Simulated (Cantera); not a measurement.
Equilibrium for halide evaporation, hydrolysis and transport: KCl + H2

Charge: 1 mol KCl, 0.9 mol H2, equilibrated at 1.33 mbar.

Cantera equilibrium calculation (NASA polynomials, part measured and part estimated; ideal gas, pure solids and liquids). Candidate condensed phases: K, KCl; 10 gas species. Rates play no part.

```json
[
 {"T (K)": "1173", "x KCl": "0.472", "x H2": "0.490", "x K2Cl2": "0.0361", "x K": "0.000732", "x HCl": "0.000732", "x H": "2.26e-6"},
 {"T (K)": "1198", "x KCl": "0.487", "x H2": "0.485", "x K2Cl2": "0.0260", "x K": "0.000928", "x HCl": "0.000928", "x H": "3.63e-6"},
 {"T (K)": "1223", "x KCl": "0.497", "x H2": "0.482", "x K2Cl2": "0.0187", "x K": "0.00116", "x HCl": "0.00116", "x H": "5.72e-6"},
 {"T (K)": "1248", "x KCl": "0.505", "x H2": "0.479", "x K2Cl2": "0.0135", "x K": "0.00144", "x HCl": "0.00144", "x H": "8.85e-6"},
 {"T (K)": "1273", "x KCl": "0.510", "x H2": "0.477", "x K2Cl2": "0.00975", "x K": "0.00176", "x HCl": "0.00176", "x H": "1.35e-5"},
 {"T (K)": "1298", "x KCl": "0.513", "x H2": "0.475", "x K2Cl2": "0.00710", "x K": "0.00214", "x HCl": "0.00214", "x H": "2.02e-5"},
 {"T (K)": "1323", "x KCl": "0.515", "x H2": "0.474", "x K2Cl2": "0.00522", "x K": "0.00257", "x HCl": "0.00257", "x H": "2.99e-5"},
 {"T (K)": "1348", "x KCl": "0.517", "x H2": "0.473", "x K2Cl2": "0.00387", "x K": "0.00307", "x HCl": "0.00307", "x H": "4.36e-5"},
 {"T (K)": "1373", "x KCl": "0.517", "x H2": "0.472", "x K2Cl2": "0.00289", "x K": "0.00365", "x HCl": "0.00365", "x H": "6.27e-5"},
 {"T (K)": "1398", "x KCl": "0.518", "x H2": "0.471", "x K2Cl2": "0.00218", "x K": "0.00430", "x HCl": "0.00430", "x H": "8.90e-5"},
 {"T (K)": "1423", "x KCl": "0.517", "x H2": "0.471", "x K2Cl2": "0.00166", "x K": "0.00504", "x HCl": "0.00504", "x H": "0.000125"},
 {"T (K)": "1448", "x KCl": "0.517", "x H2": "0.470", "x K2Cl2": "0.00127", "x K": "0.00587", "x HCl": "0.00587", "x H": "0.000173"},
 {"T (K)": "1473", "x KCl": "0.516", "x H2": "0.469", "x K2Cl2": "0.000984", "x K": "0.00680", "x HCl": "0.00679", "x H": "0.000237"}
]
```
x: gas mole fraction; nothing condenses.

From 1173 K to 1473 K nothing is condensed. The main K-bearing gas is KCl throughout.
